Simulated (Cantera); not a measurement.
A Cantera script and its output.

```python
import numpy as np
import cantera as ct

gas = ct.Solution("gri30.yaml")
gas.TPX = 1598, 45, {'C3H8': 1, 'H2': 18, 'H2O': 1.6}
reactor = ct.IdealGasConstPressureReactor(gas, energy="off", clone=False)
net = ct.ReactorNet([reactor])
net.rtol, net.atol = 1e-08, 1e-18
show = ['C3H8', 'H2', 'C2H', 'C2H2', 'C2H4']
times = np.geomspace(5e-06, 1, 11)

steps = ct.SolutionArray(gas, extra=["t"])
rows = []
print(f"{'t/s':>10s}{'T/K':>9s}{'P/Pa':>11s}" + "".join(f"{s:>11s}" for s in show))
for t in times:
    while net.time < t:
        t_next = net.step()
        steps.append(gas.state, t=t_next)
    rows.append([np.interp(t, steps.t, y) for y in (steps.T, steps.P, *steps(*show).X.T)])
    print(f"{t:10.3e}{rows[-1][0]:9.1f}{rows[-1][1]:11.4g}" + "".join(f"{x:11.3e}" for x in rows[-1][2:]))
rate = np.gradient(steps.T, steps.t)
print("integrator steps:", len(steps.t))
if steps.T.max() > steps.T[0] + 200:
    print(f"time of steepest temperature rise: {steps.t[rate.argmax()]:.4e} s")
gas.TPX = 1598, 45, {'C3H8': 1, 'H2': 18, 'H2O': 1.6}
gas.equilibrate("TP")
print(f"equilibrium (TP): T = {gas.T:.1f} K  " + "  ".join(f"{s} {gas[s].X[0]:.3e}" for s in show))
```

Output:

```
       t/s      T/K       P/Pa       C3H8         H2        C2H       C2H2       C2H4
 5.000e-06   1598.0         45  4.852e-02  8.738e-01  1.158e-24  4.913e-14  6.948e-08
 1.695e-05   1598.0         45  4.847e-02  8.737e-01  1.429e-21  1.887e-12  7.917e-07
 5.743e-05   1598.0         45  4.830e-02  8.736e-01  1.465e-18  7.307e-11  9.018e-06
 1.947e-04   1598.0         45  4.768e-02  8.730e-01  9.910e-16  3.169e-09  1.062e-04
 6.598e-04   1598.0         45  4.513e-02  8.704e-01  7.480e-13  3.482e-07  1.289e-03
 2.236e-03   1598.0         45  3.351e-02  8.581e-01  4.116e-10  5.439e-05  9.790e-03
 7.579e-03   1598.0         45  3.044e-03  8.229e-01  1.318e-07  4.196e-03  3.055e-02
 2.569e-02   1598.0         45  1.217e-07  8.260e-01  4.593e-07  2.302e-02  1.565e-02
 8.706e-02   1598.0         45  3.072e-09  8.312e-01  3.640e-07  3.468e-02  4.891e-03
 2.951e-01   1598.0         45  1.219e-09  8.345e-01  2.767e-07  3.990e-02  8.541e-04
 1.000e+00   1598.0         45  4.625e-10  8.380e-01  2.070e-07  4.242e-02  3.235e-04
integrator steps: 882
equilibrium (TP): T = 1598.0 K  C3H8 6.205e-19  H2 9.064e-01  C2H 2.444e-07  C2H2 2.773e-02  C2H4 1.271e-06
```

Detailed kinetics in Cantera: GRI-Mech 3.0 (53 species, 325 reactions). GRI-Mech 3.0 was tuned for natural gas; its chemistry of propane as a main component is partial and can be far from experiment. GRI-Mech 3.0 stops at C3 and has no aromatics, soot or wall deposition, so with more carbon than oxygen in the feed, carbon stays in small species such as C2H2 where larger ones or solid carbon would form. Radical loss at walls, strong at low pressure, is not modelled.
